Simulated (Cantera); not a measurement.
What does this Cantera script print?

```python
import numpy as np
import cantera as ct

gas_names = """
    C CH CH2 CH3 CH2OH CH3O CH4 CH3OH CO CO2 COOH C2 C2H CHCO,ketyl C2H2,acetylene C2H2,vinylidene
    CH2CO,ketene C2H3,vinyl CH3CO,acetyl C2H4 C2H4O,ethylen CH3CHO,ethanal CH3COOH (HCOOH)2 C2H5 C2H6
    CH3OCH3 C2H5OH C2O C3 C3H3,propargyl C3H4,allene C3H4,propyne C3H4,cyclo- C3H5,allyl C3H6,propylene
    C3H6,cyclo- C3H6O C3H7,n-propyl C3H7,i-propyl C3H8 C3H8O,1propanol C3H8O,2propanol C3O2 C4 C4H2
    C4H4,1,3-cyclo- C4H6,butadiene C4H6,2-butyne C4H6,cyclo- C4H8,1-butene C4H8,cis2-buten
    C4H8,tr2-butene C4H8,isobutene C4H8,cyclo- (CH3COOH)2 C4H9,n-butyl C4H9,i-butyl C4H9,s-butyl
    C4H9,t-butyl C4H10,isobutane C4H10,n-butane C5 C5H6,1,3cyclo- C5H8,cyclo- C5H10,1-pentene
    C5H10,cyclo- C5H11,pentyl C5H11,t-pentyl C5H12,n-pentane C5H12,i-pentane CH3C(CH3)2CH3 C6H2
    C6H5,phenyl C6H5O,phenoxy C6H6 C6H5OH,phenol C6H10,cyclo- C6H12,1-hexene C6H12,cyclo- C6H13,n-hexyl
    C7H7,benzyl C7H8 C7H8O,cresol C7H14,1-heptene C7H15,n-heptyl C7H16,n-heptane C8H8,styrene
    C8H10,ethylbenz C8H16,1-octene C8H17,n-octyl C8H18,isooctane C8H18,n-octane C9H19,n-nonyl
    C10H8,naphthale C10H21,n-decyl C12H9,o-bipheny C12H10,bipheny Fe FeC5O5 FeO Fe(OH)2 H HCO HO2 H2
    HCHO,formaldehy HCOOH H2O H2O2 O OH O2 O3
""".split()
cond_names = """
    C(gr) C6H6(L) C7H8(L) C8H18(L),n-octa Fe(a) Fe(c) Fe(d) Fe(L) FeC5O5(L) FeO(s) FeO(L) Fe(OH)2(s)
    Fe(OH)3(s) Fe2O3(s) Fe3O4(s) H2O(s) H2O(L)
""".split()


def load(file, names, dense=False):
    # The tables refer to 1 bar. Condensed volumes are neglected.
    table = {s.name: s for s in ct.Species.list_from_file(file)}
    out = []
    for n in names:
        d = dict(table[n].input_data)
        d["thermo"] = dict(d["thermo"], **{"reference-pressure": 1e5})
        if dense:
            d["equation-of-state"] = {"model": "constant-volume", "density": "1e6 g/cm^3"}
        out.append(ct.Species.from_dict(d))
    return out


gas = ct.Solution(thermo="ideal-gas", species=load("nasa_gas.yaml", gas_names))
cond = {s.name: ct.Solution(thermo="fixed-stoichiometry", species=[s], name=s.name)
        for s in load("nasa_condensed.yaml", cond_names, dense=True)}
atoms = {
    'Fe3O4': {'Fe': 3, 'O': 4},
    'CO': {'C': 1, 'O': 1},
    'H2': {'H': 2},
    'C': {'C': 1},
}
top_T = {'C(gr)': 4500, 'Fe2O3(s)': 1830, 'Fe3O4(s)': 1870}  # K; cautious upper limits of use, not melting points


def equilibrate(T, P, feed):
    n = {}
    for name, mol in feed.items():
        for a, k in atoms[name].items():
            n[a] = n.get(a, 0.0) + k * mol
    gas.TPX = T, P, n
    mass = sum(n.values()) * gas.mean_molecular_weight
    gas.equilibrate("TP")
    valid = [c for c in cond.values() if c.min_temp <= T <= top_T.get(c.name, c.max_temp)]
    mix = ct.Mixture([(gas, mass / gas.mean_molecular_weight)] + [(c, 0.0) for c in valid])
    mix.T, mix.P = T, P
    mix.equilibrate("TP", solver="vcs", rtol=1e-11, max_steps=5000)
    return mix


results = []
feed = {'Fe3O4': 1, 'CO': 2, 'H2': 1.3, 'C': 2}  # mol
T = 1250  # K
P = 490000  # Pa
mix = equilibrate(T, P, feed)
results.append((T, P, feed, dict(zip(mix.species_names, mix.species_moles))))
x = sorted(zip(gas.X, gas.species_names), reverse=True)
print(f"T = {T:g} K  P = {P:g} Pa  gas = {mix.phase_moles(0):.4g} mol")
print("   x: " + "  ".join(f"{s} {v:.3e}" for v, s in x if v > 0.001))
print("   condensed (mol): " + ("  ".join(f"{mix.phase(i).name} {mix.phase_moles(i):.4g}"
      for i in range(1, mix.n_phases) if mix.phase_moles(i) > 1e-12) or "none"))
```

Output:

```
T = 1250 K  P = 490000 Pa  gas = 5.297 mol
   x: CO 6.325e-01  H2 1.879e-01  CO2 1.224e-01  H2O 5.690e-02
   condensed (mol): Fe(c) 1.948  FeO(s) 1.052
```

Method: chemical equilibrium by Gibbs-energy minimisation in Cantera with the NASA 1993 tables (ideal gas, pure condensed phases). Mutual solubility and eutectic melting of coexisting phases are not modelled. The tables' stoichiometric FeO is somewhat more stable than real wüstite, so its field is too wide. FeO: taken at fixed stoichiometry.
